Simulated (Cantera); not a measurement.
An adiabatic, constant-pressure homogeneous reactor starts with CH₄ : C₂H₆ : C₃H₈ : O₂ : N₂ : H₂O = 1 : 0.052 : 0.19 : 1.84 : 6.93 : 1.5 (molar parts), equivalence ratio 1.7, at 1598 K and 1.38 atm. Integrator tolerance rtol = 1e-08.

Model: GRI-Mech 3.0 (53 species, 325 reactions), integrated in Cantera. GRI-Mech 3.0 was tuned for natural gas; its chemistry of propane as a main component is partial and can be far from experiment.

Question: What does this change do: CH4 1 to 0.48 parts?

Answer: 
```
quantity                                                              before                                    after
---------------------------------  -----------------------------------------  ---------------------------------------
time of steepest temperature rise                                    80.6 µs                                  49.4 µs
temperature at 0.400 s                                                2599 K                                   2696 K
equilibrium temperature                                               2599 K                                   2696 K
x(CH₄) at 0.400 s                  1.80e-12 (gas-phase equilibrium 2.08e-12)    <1e-12 (gas-phase equilibrium <1e-12)
x(C₂H₆) at 0.400 s                     <1e-12 (gas-phase equilibrium <1e-12)    <1e-12 (gas-phase equilibrium <1e-12)
x(C₃H₈) at 0.400 s                     <1e-12 (gas-phase equilibrium <1e-12)    <1e-12 (gas-phase equilibrium <1e-12)
x(C₂H₄) at 0.400 s                     <1e-12 (gas-phase equilibrium <1e-12)    <1e-12 (gas-phase equilibrium <1e-12)
x(CO₂) at 0.400 s                      0.0328 (gas-phase equilibrium 0.0328)    0.0532 (gas-phase equilibrium 0.0532)
x(CH₂) at 0.400 s                      <1e-12 (gas-phase equilibrium <1e-12)    <1e-12 (gas-phase equilibrium <1e-12)
x(HO₂) at 0.400 s                    2.33e-7 (gas-phase equilibrium 2.33e-7)  3.84e-6 (gas-phase equilibrium 3.84e-6)
```

Question: What does this change do: constant volume in place of constant pressure?

Answer: 
```csv
quantity,before,after
time of steepest temperature rise,80.6 µs,67.5 µs
temperature at 0.400 s,2599 K,2800 K
equilibrium temperature,2599 K,2800 K
x(CH₄) at 0.400 s,1.80e-12 (gas-phase equilibrium 2.08e-12),3.69e-12 (gas-phase equilibrium 4.29e-12)
x(C₂H₆) at 0.400 s,<1e-12 (gas-phase equilibrium <1e-12),<1e-12 (gas-phase equilibrium <1e-12)
x(C₃H₈) at 0.400 s,<1e-12 (gas-phase equilibrium <1e-12),<1e-12 (gas-phase equilibrium <1e-12)
x(C₂H₄) at 0.400 s,<1e-12 (gas-phase equilibrium <1e-12),<1e-12 (gas-phase equilibrium <1e-12)
x(CO₂) at 0.400 s,0.0328 (gas-phase equilibrium 0.0328),0.0303 (gas-phase equilibrium 0.0303)
x(CH₂) at 0.400 s,<1e-12 (gas-phase equilibrium <1e-12),2.81e-12 (gas-phase equilibrium 3.00e-12)
x(HO₂) at 0.400 s,2.33e-7 (gas-phase equilibrium 2.33e-7),8.65e-7 (gas-phase equilibrium 8.65e-7)
```
